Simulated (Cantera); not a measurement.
Charge: 1 mol SiCl4, 1.7 mol Cl2, 0.38 mol H2, at 400 °C and 510000 Pa.

Equilibrium computed with Cantera from the NASA thermochemical tables; the gas is ideal and each condensed phase is pure. Candidate condensed phases: Si; 19 gas species. The numbers say what is thermodynamically allowed, not how fast it happens.

Base state: Cl2 0.429, SiCl4 0.325, HCl 0.247 (mole fractions); condensed: gas only.

Q: What changes in the equilibrium state with this change: SiCl4 replaced by Si?

A: 
| species | before | after |
|---|---|---|
| SiCl4 | 0.325 | 0.586 |
| H2 | <1e-9 | 0.229 |
| SiHCl3 | <1e-9 | 0.182 |
| Cl2 | 0.429 | <1e-9 |
| HCl | 0.247 | 9.35e-5 |
| SiH2Cl2 | <1e-9 | 0.00347 |
| SiH3Cl | <1e-9 | 1.39e-5 |
| Si(s), mol | 0 | 0.0947 |
